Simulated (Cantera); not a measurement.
Cantera run, input and output.

```python
import numpy as np
import cantera as ct

surf = ct.Interface("diamond.yaml", "diamond_100")
gas, bulk = surf.adjacent["gas"], surf.adjacent["diamond"]
k = surf.kinetics_species_index(bulk.species_names[0])
cover = ["c6HH", "c6H*", "c6*H", "c6**", "c6HM", "c6B"]

rows, drift = [], 0.0
print(f"{'P':>10s}{'um/h':>11s}" + "".join(f"{s:>11s}" for s in cover))
for v in [490, 850, 1500, 2600, 4500, 7800, 14000, 24000]:
    T, P, xH, xCH3 = 1148, v, 0.0019, 2e-05
    gas.TPX = T, P, {"H": xH, "CH3": xCH3, "CH4": 0.0042, "H2": 1 - xH - xCH3 - 0.0042}
    surf.TP = bulk.TP = T, P
    surf.coverages = "c6H*:0.1, c6HH:0.9"
    surf.advance_coverages(100.0)
    before = surf.coverages
    surf.advance_coverages(100.0)
    drift = max(drift, np.max(np.abs(surf.coverages - before) / (surf.coverages + 1e-9)))
    rate = surf.net_production_rates[k] * bulk.mean_molecular_weight / bulk.density * 3.6e9
    rows.append([rate, *surf[cover].coverages])
    print(f"{v:10.4g}{rate:11.4e}" + "".join(f"{x:11.3e}" for x in rows[-1][1:]))
```

Result:

```
         P       um/h       c6HH       c6H*       c6*H       c6**       c6HM        c6B
       490 7.3950e-03  4.833e-01  3.249e-02  4.627e-01  2.124e-02  1.125e-04  2.007e-11
       850 1.6445e-02  4.833e-01  3.249e-02  4.626e-01  2.124e-02  1.905e-04  4.462e-11
      1500 3.9659e-02  4.832e-01  3.249e-02  4.625e-01  2.124e-02  3.213e-04  1.076e-10
      2600 9.6355e-02  4.830e-01  3.248e-02  4.624e-01  2.123e-02  5.177e-04  2.615e-10
      4500 2.3502e-01  4.828e-01  3.247e-02  4.621e-01  2.122e-02  7.984e-04  6.377e-10
      7800 5.6117e-01  4.826e-01  3.247e-02  4.618e-01  2.121e-02  1.163e-03  1.523e-09
   1.4e+04 1.3427e+00  4.822e-01  3.247e-02  4.615e-01  2.120e-02  1.607e-03  3.643e-09
   2.4e+04 2.8223e+00  4.819e-01  3.249e-02  4.611e-01  2.120e-02  2.009e-03  7.659e-09
```

Cantera simulation using the Harris–Goodwin 1993 mechanism for the reconstructed diamond (100) surface; the numbers are that mechanism's predictions, not measurements.
